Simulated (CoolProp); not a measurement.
Vapour-liquid equilibrium of propylene (1) + acetone (2) at 48.15 °C; x and y are mole fractions of (1).

The numbers come from the multi-fluid Helmholtz-energy mixture model, Lemmon 2013 and Lemmon 2006; pair parameters Bell 2016 in CoolProp.

```csv
x,bubble pressure (MPa),y at the bubble point,dew pressure at overall composition x (MPa),liquid density (mol/L)
0.05,0.2473,0.690,0.08080,13.01
0.2,0.7183,0.895,0.09612,12.85
0.35,1.066,0.931,0.1183,12.64
0.5,1.292,0.946,0.1536,12.38
0.65,1.455,0.956,0.2189,12.05
0.8,1.625,0.968,0.3814,11.65
0.95,1.867,0.989,1.360,11.16
```

No azeotrope shows between x = 0.05 and 0.95.

The pair parameters rest on a limited set of measurements; away from them the model extrapolates. The gap from Raoult's law changes sign with composition, which may be real or a fault of the pair parameters; it wasn't checked against measurements. With so large a gap from Raoult's law the liquid may split in two, which this calculation doesn't test in full.
